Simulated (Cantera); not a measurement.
Charge: 1 mol Si, 0.45 mol H₂O, 29 mol N₂, held at 0.000600 bar.

Cantera equilibrium calculation (NASA polynomials, part measured and part estimated; ideal gas, pure solids and liquids). Candidate condensed phases: H₂O, Si, SiO₂, Si₂N₂O, Si₃N₄; 35 gas species. N₂ is the only nitrogen source here; it is nearly inert below about 1500 K, so the nitride shown seldom forms there in practice. Mutual solubility and eutectic melting of coexisting phases are not modelled. Equilibrium is a limit: real reactors are often held back by kinetics, nucleation or transport.

Q: What share of the Si ends up in condensed phases as a function of T (°C), at 752, 827, 902, 977, 1052, 1127, 1202, 1277, 1352, 1427, 1502?

A: 
```
T (°C)  Si condensed (%)                    as
------  ----------------  --------------------
752                100.0  Si₂N₂O(s) + Si₃N₄(s)
827                100.0  Si₂N₂O(s) + Si₃N₄(s)
902                100.0  Si₂N₂O(s) + Si₃N₄(s)
977                100.0  Si₂N₂O(s) + Si₃N₄(s)
1052               100.0  Si₂N₂O(s) + Si₃N₄(s)
1127                99.9  Si₂N₂O(s) + Si₃N₄(s)
1202                99.2  Si₂N₂O(s) + Si₃N₄(s)
1277                91.9  Si₂N₂O(s) + Si₃N₄(s)
1352                54.3              Si₃N₄(s)
1427                51.3                 Si(l)
1502                43.3                 Si(l)
```
